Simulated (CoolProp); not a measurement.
Saturation properties of R124.

Computed with CoolProp (reference Helmholtz-energy equation of state, de Vries 1995).

```json
[
 {"T (K)": "263.1", "p (bar)": "1.097", "vapour density (kg/m³)": "7.171", "surface tension (mN/m)": "14.0", "liquid viscosity (µPa s)": "386", "vapour viscosity (µPa s)": "11.3"},
 {"T (K)": "270.3", "p (bar)": "1.462", "vapour density (kg/m³)": "9.403", "surface tension (mN/m)": "13.1", "liquid viscosity (µPa s)": "?", "vapour viscosity (µPa s)": "11.7"},
 {"T (K)": "277.4", "p (bar)": "1.908", "vapour density (kg/m³)": "12.10", "surface tension (mN/m)": "12.2", "liquid viscosity (µPa s)": "?", "vapour viscosity (µPa s)": "12.0"},
 {"T (K)": "284.5", "p (bar)": "2.453", "vapour density (kg/m³)": "15.38", "surface tension (mN/m)": "11.3", "liquid viscosity (µPa s)": "294", "vapour viscosity (µPa s)": "12.3"},
 {"T (K)": "291.6", "p (bar)": "3.110", "vapour density (kg/m³)": "19.32", "surface tension (mN/m)": "10.4", "liquid viscosity (µPa s)": "269", "vapour viscosity (µPa s)": "?"},
 {"T (K)": "298.7", "p (bar)": "3.892", "vapour density (kg/m³)": "24.02", "surface tension (mN/m)": "9.59", "liquid viscosity (µPa s)": "247", "vapour viscosity (µPa s)": "13.0"},
 {"T (K)": "305.8", "p (bar)": "4.815", "vapour density (kg/m³)": "29.60", "surface tension (mN/m)": "8.76", "liquid viscosity (µPa s)": "226", "vapour viscosity (µPa s)": "13.3"},
 {"T (K)": "313", "p (bar)": "5.910", "vapour density (kg/m³)": "36.30", "surface tension (mN/m)": "7.92", "liquid viscosity (µPa s)": "208", "vapour viscosity (µPa s)": "13.7"},
 {"T (K)": "320.1", "p (bar)": "7.163", "vapour density (kg/m³)": "44.09", "surface tension (mN/m)": "7.11", "liquid viscosity (µPa s)": "191", "vapour viscosity (µPa s)": "14.1"},
 {"T (K)": "327.2", "p (bar)": "8.604", "vapour density (kg/m³)": "53.27", "surface tension (mN/m)": "6.32", "liquid viscosity (µPa s)": "175", "vapour viscosity (µPa s)": "14.5"}
]
```

Problem. What belongs in the gaps?

Solution. 
- 270.3, liquid viscosity (µPa s): 352
- 277.4, liquid viscosity (µPa s): 321
- 291.6, vapour viscosity (µPa s): 12.6

It boils at 261.2 K under 1 atm.

Viscosity comes from a separate model (Bell 2016), an estimate that may be off by 10 % or more. Surface tension comes from a separate correlation (Mulero 2012).
